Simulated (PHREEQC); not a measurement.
A solution holds 0.053 mol CuCl2, 0.0091 mol HNO3 and 0.0053 mol H3BO3 per kg of water, at 68 °C. Closed to the air; pH follows from the charge balance.

Model: ion-association model, wateq4f.dat, run in PHREEQC.

Q: The ionic strength comes out as 0.131 mol/kgw. What activity coefficients do NO3-, H+, Cu+2, Cl-, CuCl+ get?

A: NO3- 0.71, H+ 0.80, Cu+2 0.34, Cl- 0.73, CuCl+ 0.73.

Precipitation was switched off in this run. Away from 25 °C the constants follow the database's enthalpies or fits; those with neither stay at their 25 °C values.
